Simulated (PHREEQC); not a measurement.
# Acid mine or pickling water

Model water analysis in mmol/kgw, 25 °C, pH 3.23, pe 12.8: Na 0.731; K 5.61; Ca 4.8; Mg 0.351; Cl 3.9; S(6) 7; Pb 0.251; Zn 0.0136; Cd 0.142; Al 0.201; Cu(2) 0.163.

Valence states are taken as typed.

Equilibrium calculation in PHREEQC: ion-association model, wateq4f.dat.

Each row changes one thing in this solution. This is a speciation only: nothing precipitates in the calculation.

| case | ionic strength (mol/kgw) | SO4-2 (mol/kgw) | Ca+2 (mol/kgw) | CaSO4 (mol/kgw) | Mg+2 (mol/kgw) | HSO4- (mol/kgw) | SI of Gypsum (CaSO4:2H2O) | SI of Anglesite (PbSO4) |
|---|---|---|---|---|---|---|---|---|
| as made | 0.0245 | 0.00507 | 0.00365 | 0.00115 | 0.000255 | 0.000188 | -0.66 | +1.08 |
| all concentrations times 3 at the same typed pH | 0.0656 | 0.0134 | 0.00964 | 0.00474 | 0.000658 | 0.000406 | -0.04 | +1.63 |
| temperature from 25 to 75 °C at the same typed pH | 0.0228 | 0.00440 | 0.00348 | 0.00131 | 0.000184 | 0.000561 | -0.64 | +0.77 |
| Zn from 0.0136 to 0.0408 mmol/kgw | 0.0245 | 0.00507 | 0.00365 | 0.00115 | 0.000255 | 0.000187 | -0.66 | +1.08 |

Species that the database lacks are ignored. Some of these states are supersaturated (in Anglesite, for instance). At this temperature some constants are extrapolated from 25 °C, and those without enthalpy data are left unchanged.
